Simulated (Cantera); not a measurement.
Carbon deposition, reforming and gasification: acetone + H₂

A closed system holds: 1 mol acetone, a varied amount of H₂, equilibrated at 625 °C and 75.0 Torr.

Method: chemical equilibrium by Gibbs-energy minimisation in Cantera with the NASA 1993 tables (ideal gas, pure condensed phases). Candidate condensed phases: C, C₆H₆, C₇H₈, C₈H₁₈, H₂O; 110 gas species. The feed counts by its element totals alone. The numbers say what is thermodynamically allowed, not how fast it happens.

```tsv
n(H₂) (mol)	log p H₂	log p CO	log p H₂O	log p CH₄	log p CO₂	log p C₂H₆	n C(graphite)
0.49	-1.12	-1.77	-2.48	-2.73	-2.77	-8.53	2.13
0.93	-1.11	-1.81	-2.51	-2.71	-2.84	-8.50	2.12
1.8	-1.09	-1.87	-2.56	-2.68	-2.98	-8.45	2.09
3.4	-1.07	-1.97	-2.65	-2.64	-3.18	-8.40	2.05
6.4	-1.06	-2.12	-2.77	-2.61	-3.46	-8.34	1.96
12	-1.04	-2.30	-2.94	-2.58	-3.83	-8.30	1.79
23	-1.03	-2.52	-3.15	-2.55	-4.27	-8.26	1.47
```
log p: log10 of the partial pressure in bar; n: condensed amount in mol.

From 0.49 mol H₂ to 23 mol H₂ the condensed part is C(graphite). The main C-bearing gas is CO throughout. The share of C in condensed phases is highest at 0.49 mol H₂ (71.1 %) and lowest at 23 mol H₂ (49.0 %).
